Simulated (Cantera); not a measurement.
What does this Cantera script print?

```python
import numpy as np
import cantera as ct

gas_names = [...]  # 95 gases of nasa_gas.yaml made of C, F, H
cond_names = """
    C(gr) C6H6(L) C7H8(L) C8H18(L),n-octa
""".split()


# ... load() reads the species with a 1 bar reference pressure and builds the phases ...
atoms = {
    'c-C4F8': {'C': 4, 'F': 8},
    'H2': {'H': 2},
}
top_T = {'C(gr)': 4500}  # K; cautious upper limits of use, not melting points


# ... equilibrate(T, P, feed) seeds the gas with the atoms and calls Mixture.equilibrate('TP', solver="vcs", rtol=1e-11, max_steps=5000) ...
results = []
feed = {'c-C4F8': 1, 'H2': 2.9}  # mol
T = 1523  # K
for P in [1, 6.8, 46, 320, 2200, 15000, 100000]:
    mix = equilibrate(T, P, feed)
    results.append((T, P, feed, dict(zip(mix.species_names, mix.species_moles))))

top = {s: max(r[3][s] / sum(r[3][g] for g in gas_names) for r in results) for s in gas_names}
cols = sorted((s for s in top if top[s] > 1e-06), key=lambda s: -top[s])[:8]
seen = [c for c in cond_names if any(r[3].get(c, 0) > 1e-12 for r in results)]
print("log10 of partial pressures in bar; condensed amounts in mol")
print(f"{'P/Pa':>10s}" + "".join(f"{s[:9]:>10s}" for s in cols + seen))
for T, P, feed, n in results:
    ng = sum(n[g] for g in gas_names)
    print(f"{P:10.4g}" + "".join(f"{np.log10(max(n[s] / ng * P / 1e5, 1e-99)):10.3f}" for s in cols)
          + "".join(f"{n.get(c, 0):10.4g}" for c in seen))
```

Result:

```
log10 of partial pressures in bar; condensed amounts in mol
      P/Pa        HF       CF4         F       CF2       CF3      CHF3      H2F2        CF     C(gr)
         1    -5.043    -6.092    -7.062    -7.268    -8.953   -12.423   -14.992   -10.756     3.446
       6.8    -4.208    -5.239    -6.848    -6.842    -8.314   -11.161   -13.321   -10.543     3.446
        46    -3.377    -4.403    -6.639    -6.424    -7.686    -9.912   -11.659   -10.334     3.448
       320    -2.534    -3.558    -6.428    -6.002    -7.053    -8.647    -9.974   -10.123     3.449
      2200    -1.697    -2.720    -6.219    -5.583    -6.425    -7.390    -8.299    -9.913      3.45
   1.5e+04    -0.863    -1.887    -6.010    -5.166    -5.799    -6.140    -6.632    -9.705      3.45
     1e+05    -0.039    -1.063    -5.804    -4.754    -5.181    -4.904    -4.984    -9.499      3.45
```

Method: chemical equilibrium by Gibbs-energy minimisation in Cantera with the NASA 1993 tables (ideal gas, pure condensed phases). The feed counts by its element totals alone. Gases not in the tables: C2F6 and larger saturated fluorocarbons.
